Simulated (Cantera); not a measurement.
A closed system holds: 1 mol MgO, 11 mol F2, 6.4 mol O2, equilibrated at 550 °C and 0.000140 bar.

Cantera equilibrium calculation (NASA polynomials, part measured and part estimated; ideal gas, pure solids and liquids). Candidate condensed phases: Mg, MgF2, MgO; 14 gas species. Equilibrium is a limit: real reactors are often held back by kinetics, nucleation or transport.

Base state: F 0.466, O2 0.313, F2 0.221 (mole fractions); condensed: MgF2(s).

**Question.** What changes in the equilibrium state with this change: temperature from 550 °C to 1425 °C?

**Answer.** 
```
species       before    after
------------  ------  -------
F              0.466    0.716
O2             0.313    0.246
MgF2           <1e-9   0.0358
F2             0.221  2.02e-6
O              <1e-9  0.00184
MgF2(s), mol    1.00        0
```
